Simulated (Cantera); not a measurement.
Feed: 1 mol Pb, 6.5 mol H2, 0.018 mol HCl, equilibrated at 10000 Pa.

Method: chemical equilibrium by Gibbs-energy minimisation in Cantera with the NASA 1993 tables (ideal gas, pure condensed phases). Candidate condensed phases: Pb, PbCl2; 10 gas species. The numbers say what is thermodynamically allowed, not how fast it happens.

x: gas mole fraction; n: condensed amount in mol.

| T (K) | x H2 | x Pb | x HCl | x PbCl | x PbCl4 | x PbCl2 | x H | n Pb(s) | n PbCl2(s) | n Pb(l) |
|---|---|---|---|---|---|---|---|---|---|---|
| 450 | 1.000 | <1e-12 | 6.35e-6 | <1e-12 | 4.91e-10 | ___ | <1e-12 | 0.991 | 0.00898 | 0 |
| 550 | 1.000 | 1.53e-12 | 0.000397 | 4.84e-10 | 1.21e-6 | ___ | <1e-12 | 0.992 | 0.00769 | 0 |
| 650 | 0.997 | 9.36e-10 | 0.00273 | 1.08e-7 | 6.31e-6 | ___ | <1e-12 | 0 | 0 | 1.000 |
| 750 | 0.997 | 9.48e-8 | 0.00275 | 1.28e-6 | 7.45e-8 | ___ | <1e-12 | 0 | 0 | 1.000 |
| 850 | 0.997 | 3.18e-6 | 0.00275 | 8.30e-6 | 2.48e-9 | 3.71e-6 | 6.47e-11 | 0 | 0 | 1.000 |
| 950 | 0.997 | 5.03e-5 | 0.00272 | 3.55e-5 | 1.67e-10 | 3.88e-6 | 1.76e-9 | 0 | 0 | 0.999 |
| 1050 | 0.997 | 0.000465 | 0.00264 | 0.000112 | 1.76e-11 | 3.84e-6 | 2.56e-8 | 0 | 0 | 0.996 |
| 1150 | 0.994 | 0.00290 | 0.00247 | 0.000275 | 2.35e-12 | ___ | 2.35e-7 | 0 | 0 | 0.979 |
| 1250 | 0.984 | 0.0134 | 0.00218 | 0.000543 | <1e-12 | ___ | 1.52e-6 | 0 | 0 | 0.908 |

**Question.** Complete the blanks.

**Answer.** 
- 450, x PbCl2: 7.30e-12
- 550, x PbCl2: 4.74e-8
- 650, x PbCl2: 2.95e-6
- 750, x PbCl2: 3.40e-6
- 1150, x PbCl2: 3.49e-6
- 1250, x PbCl2: 2.81e-6
